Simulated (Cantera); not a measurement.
A perfectly stirred reactor is fed with 10.2 % CH₄, 7.47 % H₂, 17.3 % O₂, 65.0 % N₂, equivalence ratio 1.4, at 0.523 atm; it is adiabatic with a 550 K inlet, and is followed from long to short residence time, starting on the burning branch (τ in s: 0.042, 0.023, 0.012, 0.0066, 0.0035, 0.0019, 0.001, 0.00055, 0.0003, 0.00016, 8.6e-05, 4.6e-05, 2.5e-05).

Model: GRI-Mech 3.0 (53 species, 325 reactions), integrated in Cantera.

Q: Predict: blow-out, bracketed by the residence times tried; x(CH₄) at τ = 42.0 ms; x(H₂) at τ = 42.0 ms; x(O₂) at τ = 42.0 ms; x(O) at τ = 42.0 ms; x(H) at τ = 42.0 ms; x(CH₄) at τ = 1.00 ms; x(H₂) at τ = 1.00 ms; x(O₂) at τ = 1.00 ms; x(O) at τ = 1.00 ms; x(H) at τ = 1.00 ms.

A: 
```
Property                                                                        Value
------------------------------------------------  -----------------------------------
blow-out, bracketed by the residence times tried  burning at 0.160 ms, out at 86.0 µs
x(CH₄) at τ = 42.0 ms                                                         2.10e-5
x(H₂) at τ = 42.0 ms                                                           0.0687
x(O₂) at τ = 42.0 ms                                                         0.000227
x(O) at τ = 42.0 ms                                                          0.000119
x(H) at τ = 42.0 ms                                                           0.00549
x(CH₄) at τ = 1.00 ms                                                        0.000210
x(H₂) at τ = 1.00 ms                                                           0.0680
x(O₂) at τ = 1.00 ms                                                          0.00228
x(O) at τ = 1.00 ms                                                          0.000754
x(H) at τ = 1.00 ms                                                            0.0144
```
